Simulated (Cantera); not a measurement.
A diamond (100) surface in a fixed gas of H2 with x(CH4) = 0.024, x(H) = 0.011, at 1200 K, 1100 Pa; coverages are run to steady state.

Model: the Harris–Goodwin 1993 mechanism for the reconstructed diamond (100) surface, integrated in Cantera.

One state of this run: growth (µm/h) = 1.46; θ c6HH = 0.438; θ c6H* = 0.0383; θ c6*H = 0.490; θ c6** = 0.0299; θ c6HM = 0.00209. θ: site fractions in the mechanism's names (c6HH fully hydrogenated, c6H* and c6*H radical sites, c6** diradical, c6HM methylated).

Problem. Which value of x(CH3) does it belong to?
A. 0.0048
B. 0.0002
C. 1e-06
D. 0.00058

Solution. D, 0.00058
